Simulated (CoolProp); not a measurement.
Saturation properties of sulfur hexafluoride.

Computed with CoolProp (reference Helmholtz-energy equation of state, Guder 2009).

```tsv
T (°C)	p (kPa)	vapour density (kg/m³)	surface tension (mN/m)
-20.95	668.5	54.67	7.31
-17.95	736.1	60.22	6.90
-14.95	808.7	66.25	6.48
-11.95	886.4	72.78	6.08
-8.95	969.5	79.86	5.68
-5.95	1058	87.55	5.28
-2.95	1153	95.90	4.89
0.05	1253	105.0	4.51
3.05	1360	114.9	4.13
6.05	1474	125.6	3.76
9.05	1595	137.4	3.40
```

Surface tension comes from a separate correlation (Mulero 2012).
